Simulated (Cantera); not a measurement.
An isothermal, constant-pressure homogeneous reactor starts with C2H6 : N2 = 1 : 2 (molar parts), at 1523 K and 340 Pa.

Cantera simulation using GRI-Mech 3.0 (53 species, 325 reactions); the numbers are that mechanism's predictions, not measurements. GRI-Mech 3.0 stops at C3 and has no aromatics, soot or wall deposition, so with more carbon than oxygen in the feed, carbon stays in small species such as C2H2 where larger ones or solid carbon would form. Radical loss at walls, strong at low pressure, is not modelled.

One state of this run: x C2H6 = 0.0395; x C2H2 = 0.0323; x H = 0.000952; x CH4 = 0.104; x HCN = 2.09e-7. x: mole fraction; the columns are a selection and need not sum to one.

Which value of t (s) does it belong to?
A) 9.00e-5
B) 0.216
C) 0.0711
D) 0.00769

D, 0.00769
